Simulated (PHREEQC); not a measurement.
NaOH is added in steps, without added water, to 1 kg of water holding 0.018 mol/kgw CuSO4, 0.00013 mol/kgw H3AsO4, 0.0045 mol/kgw NaH2PO4 and 0.022 mol/kgw Na2SO4, at 25 °C. Oxygen is held at 0.21 atm. No CO2 enters from the air. Solids allowed: Cu(OH)2, Brochantite, Antlerite, Cu3(PO4)2:3H2O, Cu3(AsO4)2:6w, Mirabilite, Chalcanthite. Others were left out.

Base run: PHREEQC, ion-association model, wateq4f.dat. Each further column changes one thing. The table gives pH.

| NaOH added (mol) | base | diluted 100-fold with water | NaH2PO4 from 0.0045 to 0.00225 mol/kgw | no solid may form |
|---|---|---|---|---|
| 0 | 4.04 | 5.49 | 4.19 | 4.33 |
| 0.003063 | 4.18 | 11.39 | 4.42 | 5.97 |
| 0.006125 | 4.38 | 11.72 | 4.47 | 6.22 |
| 0.01225 | 4.61 | 12.02 | 4.61 | 6.58 |
| 0.01531 | 4.71 | 12.12 | 4.70 | 6.77 |
| 0.01837 | 4.85 | 12.19 | 4.84 | 6.98 |
| 0.02144 | 5.09 | 12.26 | 5.09 | 7.21 |
| 0.02756 | 6.54 | 12.36 | 6.35 | 7.66 |
| 0.03062 | 7.34 | 12.40 | 8.64 | 7.86 |
| 0.03369 | 8.64 | 12.44 | 8.65 | 8.05 |
| 0.03675 | 8.65 | 12.48 | 8.65 | 8.27 |
| 0.04288 | 11.02 | 12.54 | 11.43 | 10.99 |
| 0.04594 | 11.44 | 12.57 | 11.68 | 11.40 |
| 0.049 | 11.66 | 12.60 | 11.83 | 11.61 |

H3PO4, which wateq4f.dat lacks, is added to it with the constant of phreeqc.dat. The database has no phosphate complexes of Cu. The database has no arsenate complexes of Cu. The database's constant for dissolved Cu(OH)2 is higher than later reviews accept. In at least one series the solution becomes supersaturated in solids that the run did not let form, among them Cu(OH)2, Brochantite, Antlerite, Cu3(PO4)2:3H2O, Cu3(AsO4)2:6w.
